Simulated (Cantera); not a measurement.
Charge: 1 mol Fe₃O₄, 1.8 mol C, 0.019 mol CO, at 2023 K.

Equilibrium computed with Cantera from the NASA thermochemical tables; the gas is ideal and each condensed phase is pure. Candidate condensed phases: C, Fe, Fe(CO)₅, FeO, Fe₂O₃, Fe₃O₄; 15 gas species. Each liquid is taken as pure. Mutual solubility and eutectic melting of coexisting phases are not modelled. The tables' stoichiometric FeO is somewhat more stable than real wüstite, so its field is too wide. FeO: taken at fixed stoichiometry. Rates play no part.

x: gas mole fraction; n: condensed amount in mol.

```tsv
P (Pa)	x CO	x Fe	x CO₂	x FeO	x O₂	x O	n FeO(l)	n Fe(l)
10	0.220	0.476	0.219	0.0467	0.0254	0.0127	0.835	0
52	0.490	0.384	0.116	0.00898	0.000278	0.000583	1.82	0
270	0.748	0.174	0.0755	0.00173	9.64e-6	4.76e-5	2.03	0.582
1400	0.877	…	0.0885	…	…	…	2.03	0.903
7200	0.902	…	0.0910	…	…	…	2.03	0.955
37000	0.907	0.00127	0.0915	1.26e-5	7.04e-8	3.47e-7	2.03	0.964
190000	0.908	0.000248	0.0916	2.46e-6	1.37e-8	6.77e-8	2.03	0.966
1000000	0.908	4.71e-5	0.0916	4.67e-7	2.60e-9	1.29e-8	2.03	0.967
```

Problem. Some entries are withheld; supply them.

Solution. 
- 7200, x Fe: 0.00654
- 7200, x FeO: 6.48e-5
- 7200, x O₂: 3.62e-7
- 7200, x O: 1.79e-6
- 1400, x Fe: 0.0336
- 1400, x FeO: 0.000333
- 1400, x O₂: 1.86e-6
- 1400, x O: 9.18e-6
